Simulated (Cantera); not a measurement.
An adiabatic, constant-pressure homogeneous reactor starts with H₂ : O₂ : N₂ = 1 : 0.877 : 3.3 (molar parts), at 1400 K and 9.40 bar. Integrator tolerance rtol = 1e-08.

Cantera simulation using GRI-Mech 3.0 (53 species, 325 reactions); the numbers are that mechanism's predictions, not measurements. The hydrogen kinetics of GRI-Mech 3.0 are dated; newer H2 mechanisms differ, most at raised pressure.

**Question.** What does this change do: pressure from 9.40 bar to 24.0 bar?

**Answer.** 
```csv
quantity,before,after
time of steepest temperature rise,2.58 µs,2.26 µs
temperature at 8.00 s,2628 K,2647 K
equilibrium temperature,2628 K,2647 K
x(H₂) at 8.00 s,0.00270 (gas-phase equilibrium 0.00270),0.00186 (gas-phase equilibrium 0.00186)
x(O₂) at 8.00 s,0.0695 (gas-phase equilibrium 0.0695),0.0697 (gas-phase equilibrium 0.0697)
x(H) at 8.00 s,0.000733 (gas-phase equilibrium 0.000733),0.000412 (gas-phase equilibrium 0.000412)
x(N₂O) at 8.00 s,2.47e-6 (gas-phase equilibrium 2.47e-6),4.08e-6 (gas-phase equilibrium 4.08e-6)
x(O) at 8.00 s,0.00228 (gas-phase equilibrium 0.00228),0.00156 (gas-phase equilibrium 0.00156)
```
The pressure lies above the range GRI-Mech 3.0 was tuned for (to about 10 atm).

**Question.** What does this change do: initial temperature 1400 to 1600 K?

**Answer.** 
```
quantity                                                              before                                    after
---------------------------------  -----------------------------------------  ---------------------------------------
time of steepest temperature rise                                    2.58 µs                                  1.16 µs
temperature at 8.00 s                                                 2628 K                                   2758 K
equilibrium temperature                                               2628 K                                   2758 K
x(H₂) at 8.00 s                      0.00270 (gas-phase equilibrium 0.00270)  0.00462 (gas-phase equilibrium 0.00462)
x(O₂) at 8.00 s                        0.0695 (gas-phase equilibrium 0.0695)    0.0668 (gas-phase equilibrium 0.0668)
x(H) at 8.00 s                     0.000733 (gas-phase equilibrium 0.000733)  0.00157 (gas-phase equilibrium 0.00157)
x(N₂O) at 8.00 s                     2.47e-6 (gas-phase equilibrium 2.47e-6)  2.94e-6 (gas-phase equilibrium 2.94e-6)
x(O) at 8.00 s                       0.00228 (gas-phase equilibrium 0.00228)  0.00389 (gas-phase equilibrium 0.00389)
```

**Question.** What does this change do: initial temperature 1400 to 1800 K?

**Answer.** 
```tsv
quantity	before	after
time of steepest temperature rise	2.58 µs	0.685 µs
temperature at 8.00 s	2628 K	2876 K
equilibrium temperature	2628 K	2876 K
x(H₂) at 8.00 s	0.00270 (gas-phase equilibrium 0.00270)	0.00716 (gas-phase equilibrium 0.00716)
x(O₂) at 8.00 s	0.0695 (gas-phase equilibrium 0.0695)	0.0642 (gas-phase equilibrium 0.0642)
x(H) at 8.00 s	0.000733 (gas-phase equilibrium 0.000733)	0.00296 (gas-phase equilibrium 0.00296)
x(N₂O) at 8.00 s	2.47e-6 (gas-phase equilibrium 2.47e-6)	3.39e-6 (gas-phase equilibrium 3.39e-6)
x(O) at 8.00 s	0.00228 (gas-phase equilibrium 0.00228)	0.00605 (gas-phase equilibrium 0.00605)
```
